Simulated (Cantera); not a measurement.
A closed system holds: 1 mol SiCl4, 0.35 mol O3, 18 mol H2, at 100000 Pa.

These are equilibrium values from Cantera (NASA tables, ideal gas, pure condensed phases), not measurements of a reactor. Candidate condensed phases: H2O, Si, SiO2; 30 gas species. The tables hold silica as quartz up to 1696 K and as liquid above; real silica turns to tridymite and cristobalite and melts near 1996 K. Equilibrium is a limit: real reactors are often held back by kinetics, nucleation or transport.

Over these rows the condensed part is SiO2(β-quartz). Partial pressures as log10 of bar:

```
T (K)  1000/T (1/K)  log p SiO  log p H2  log p HCl  log p SiCl2
-----  ------------  ---------  --------  ---------  -----------
1400         0.7143      -4.65     -0.07      -0.90        -2.29
1450         0.6897      -4.14     -0.07      -0.88        -2.09
1500         0.6667      -3.69     -0.08      -0.86        -1.95
1550         0.6452      -3.28     -0.08      -0.85        -1.85
1600         0.6250          ?     -0.08      -0.84        -1.79
1650         0.6061      -2.58     -0.08      -0.83        -1.76
```

Q: Fit log p(SiO) = a + b·(1000/T) to the five rows, give the apparent enthalpy, and predict the row at 1600 K.

A: Means: 1000/T = 0.6644, log p = -3.668. Sxy = -0.131874, Sxx = 0.0069029, so b = -19.10 and a = -3.668 − (-19.10)×0.6644 = 9.02.
Apparent enthalpy: −19.145 × (-19.10) = 366 kJ/mol. With the condensed phases at unit activity, 1/2 SiO2(β-quartz) + 1/2 H2(g) + 1/2 SiCl2(g) = SiO(g) + HCl(g) links this pressure to the main gases: over the six rows their terms move log p by +0.19 in all, so the slope isn't that reaction's ΔH° alone. The five rows lie within 0.03 of the line.
Prediction at 1600 K: 9.02 + (-19.10)×0.6250 = -2.92. The computed value is -2.91, 0.01 from the line.
